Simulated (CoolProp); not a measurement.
Vapour-liquid equilibrium of n-butane (1) + R113 (2) at 1.86 bar; x and y are mole fractions of (1).

Computed with CoolProp (multi-fluid Helmholtz-energy mixture model, Bücker 2006 and Marx 1992; pair parameters Bell 2016).

**Question.** Give the bubble temperature and the first vapour's composition at x = 0.05, 0.55, 0.65. Is there an azeotrope?

**Answer.** x = 0.05: 61.2 °C, y = 0.195; x = 0.55: 29.2 °C, y = 0.851; x = 0.65: 25.8 °C, y = 0.893. No azeotrope shows between x = 0.05 and 0.95.

Pair parameters are fitted to limited data, so mixtures are less certain than the pure fluids.
